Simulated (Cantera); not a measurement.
Source: NASA polynomial tables (part measured, part estimated), evaluated in Cantera. Values are per mole of reaction as written; species without (g) are pure solids or liquids, kept so even where they would boil at 1 bar. TiC: taken at fixed stoichiometry.

Task: Between 300 and 1023 K, where is each reaction favourable under standard conditions?
- TiO(g) + CO2(g) ⇌ TiC + 3 O(g)

Result: 
- TiO(g) + CO2(g) ⇌ TiC + 3 O(g): ΔG° is 884 kJ at 300 K and 826 kJ at 1023 K; it stays positive (K < 1). ΔH° is 922 kJ and ΔS° 94 J/K at 1023 K.
